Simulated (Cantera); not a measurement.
Premixed flame

A freely propagating, adiabatic, planar premixed flame of 2.70 % C3H8, 20.4 % O2, 76.9 % N2, unburnt at 648 K and 2.10 bar; unity-Lewis-number transport, grid criteria slope 0.08 and curve 0.16, no radiation.

Detailed kinetics in Cantera: GRI-Mech 3.0 (53 species, 325 reactions). GRI-Mech 3.0 was tuned for natural gas; its chemistry of propane as a main component is partial and can be far from experiment. Unity Lewis numbers drop preferential diffusion, which matters most where H2 and H carry the flame. Burning velocities carry a grid error of a few per cent, more on coarse grids.

| z (mm) | T (K) | u (m/s) | x C3H8 | x O2 | x OH | x NO | x C2H2 | x CH2CO |
|---|---|---|---|---|---|---|---|---|
| -0.566 | 649 | 0.837 | 0.0269 | 0.204 | <1e-8 | <1e-8 | 1.69e-7 | 6.77e-7 |
| -0.378 | 654 | 0.843 | 0.0268 | 0.204 | <1e-8 | 1.23e-8 | 1.39e-6 | 5.60e-6 |
| -0.283 | 666 | 0.860 | 0.0264 | 0.202 | 1.33e-8 | 4.03e-8 | 4.48e-6 | 1.80e-5 |
| -0.189 | 725 | 0.939 | 0.0244 | 0.196 | 2.17e-7 | 1.86e-7 | 1.87e-5 | 7.53e-5 |
| -0.0944 | 988 | 1.30 | 0.0156 | 0.167 | 8.17e-6 | 1.07e-6 | 8.50e-5 | 0.000344 |
| -0.0472 | 1282 | 1.71 | 0.00650 | 0.135 | 0.000175 | 2.30e-6 | 0.000163 | 0.000655 |
| 0 | 1611 | 2.18 | 0.000397 | 0.0985 | 0.00237 | 4.18e-6 | 0.000195 | 0.000652 |
| 0.0472 | 1760 | 2.38 | 1.32e-6 | 0.0814 | 0.00531 | 6.49e-6 | 2.33e-5 | 0.000134 |
| 0.0944 | 1825 | 2.46 | <1e-8 | 0.0760 | 0.00624 | 8.54e-6 | 7.51e-7 | 1.22e-5 |
| 0.189 | 1906 | 2.56 | <1e-8 | 0.0718 | 0.00644 | 1.16e-5 | <1e-8 | 1.20e-7 |
| 0.378 | 1984 | 2.65 | <1e-8 | 0.0692 | 0.00556 | 1.56e-5 | <1e-8 | <1e-8 |
| 0.755 | 2037 | 2.71 | <1e-8 | 0.0680 | 0.00402 | 2.00e-5 | <1e-8 | <1e-8 |
| 1.51 | 2064 | 2.74 | <1e-8 | 0.0676 | 0.00271 | 2.40e-5 | <1e-8 | <1e-8 |
x: mole fraction of selected species; z is measured from the peak of heat release.

The laminar burning velocity is 83.6 cm/s, the thermal thickness is 0.189 mm and the peak x(OH) is 0.00648. The peak x(C2H2) is 0.000216 and the peak x(CH2CO) is 0.000771. The grid points is 127.
